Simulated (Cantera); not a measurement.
Input: 1 mol Fe(CO)5, 0.35 mol CO, 0.17 mol N2, at 100000 Pa.

These are equilibrium values from Cantera (NASA tables, ideal gas, pure condensed phases), not measurements of a reactor. Candidate condensed phases: C, Fe, Fe(CO)5, FeO, Fe2O3, Fe3O4; 27 gas species. Condensed phases not in the tables: cementite and carbon dissolved in iron. Kinetics and transport are ignored.

Problem. At 1200 K, list the 3 most abundant gas species with their mole fractions, and the condensed phases.

Solution. CO 0.952, N2 0.0313, CO2 0.0171. Condensed: C(graphite) + Fe(γ).
